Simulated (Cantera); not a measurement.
Input: 1 mol LiCl, 0.12 mol HCl, 3.8 mol H₂, 0.056 mol O₂, held at 13.3 mbar.

Cantera equilibrium calculation (NASA polynomials, part measured and part estimated; ideal gas, pure solids and liquids). Candidate condensed phases: H₂O, Li, LiCl, LiH, LiOH, Li₂O; 25 gas species. Equilibrium is a limit: real reactors are often held back by kinetics, nucleation or transport.

x: gas mole fraction; n: condensed amount in mol.

| T (K) | x H₂ | x LiCl | x Li₂Cl₂ | x HCl | x H₂O | x Li₃Cl₃ | n LiCl(s) | n LiCl(l) |
|---|---|---|---|---|---|---|---|---|
| 850 | 0.940 | 0.000305 | 0.000640 | 0.0306 | 0.0285 | 5.34e-5 | 0.993 | 0 |
| 875 | 0.939 | 0.000690 | 0.00144 | 0.0305 | 0.0285 | 0.000117 | 0.985 | 0 |
| 900 | 0.937 | 0.00141 | 0.00278 | 0.0305 | 0.0284 | 0.000210 | 0 | 0.970 |
| 925 | 0.933 | 0.00271 | 0.00493 | 0.0304 | 0.0283 | 0.000339 | 0 | 0.946 |
| 950 | 0.928 | 0.00502 | 0.00845 | 0.0302 | 0.0282 | 0.000530 | 0 | 0.907 |
| 975 | 0.918 | 0.00898 | 0.0140 | 0.0299 | 0.0279 | 0.000805 | 0 | 0.842 |
| 1000 | 0.904 | 0.0156 | 0.0226 | 0.0294 | 0.0274 | 0.00119 | 0 | (withheld) |
| 1025 | 0.881 | 0.0262 | 0.0356 | 0.0287 | 0.0268 | 0.00172 | 0 | (withheld) |
| 1050 | 0.847 | 0.0431 | 0.0545 | 0.0276 | 0.0257 | 0.00244 | 0 | (withheld) |
| 1075 | 0.808 | 0.0651 | 0.0728 | 0.0263 | 0.0246 | 0.00284 | 0 | 0 |
| 1100 | 0.802 | 0.0800 | 0.0659 | 0.0261 | 0.0243 | 0.00188 | 0 | 0 |
| 1125 | 0.795 | 0.0959 | 0.0580 | 0.0259 | 0.0241 | 0.00120 | 0 | 0 |
| 1150 | 0.788 | 0.112 | 0.0497 | 0.0256 | 0.0239 | 0.000748 | 0 | 0 |

Question: What belongs in the gaps?

Answer: 
- 1000, n LiCl(l): 0.737
- 1025, n LiCl(l): 0.571
- 1050, n LiCl(l): 0.306
